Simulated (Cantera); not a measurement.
# Catalytic combustion on Pt

An isothermal plug-flow reactor at 950 K and 760 Torr (inlet), inlet velocity 2.2 m/s, active area per volume 470 1/m; feed CO : O2 : N2 : H2O = 0.015 : 0.011 : 0.79 : 0.073 (molar parts), equivalence ratio 0.68.

Cantera simulation using Deutschmann's 1995 Pt surface mechanism with GRI-Mech 3.0 gas chemistry; the numbers are that mechanism's predictions, not measurements. Catalytic surfaces can have several steady states; this one follows from the mechanism file's or the stated starting coverage. Mass transfer to the wall is taken as infinitely fast.

| z (m) | x CO | x O2 | x H2O | x CO2 | θ free Pt | θ O* | θ OH* | θ CO* |
|---|---|---|---|---|---|---|---|---|
| 0.00011 | 0.0157 | 0.0118 | 0.0822 | 0.00119 | 0.492 | 0.00281 | 0.000581 | 0.504 |
| 0.00019 | 0.0148 | 0.0114 | 0.0822 | 0.00205 | 0.502 | 0.00287 | 0.000592 | 0.495 |
| 0.00032 | 0.0134 | 0.0107 | 0.0823 | 0.00346 | 0.518 | 0.00297 | 0.000613 | 0.478 |
| 0.00053 | 0.0112 | 0.00954 | 0.0824 | 0.00575 | 0.550 | 0.00321 | 0.000657 | 0.446 |
| 0.00088 | 0.00732 | 0.00762 | 0.0825 | 0.00963 | 0.623 | 0.00395 | 0.000776 | 0.372 |
| 0.0015 | 0.000155 | 0.00405 | 0.0828 | 0.0169 | 0.382 | 0.610 | 0.00757 | 0.000340 |
| 0.0025 | 1.30e-7 | 0.00397 | 0.0828 | 0.0170 | 0.309 | 0.683 | 0.00721 | 1.69e-7 |
| 0.0041 | 2.48e-12 | 0.00397 | 0.0828 | 0.0170 | 0.309 | 0.683 | 0.00721 | 3.21e-12 |
| 0.0068 | <1e-12 | 0.00397 | 0.0828 | 0.0170 | 0.309 | 0.683 | 0.00721 | <1e-12 |
| 0.011 | <1e-12 | 0.00397 | 0.0828 | 0.0170 | 0.309 | 0.683 | 0.00721 | <1e-12 |
x: gas mole fraction; θ: surface coverage.
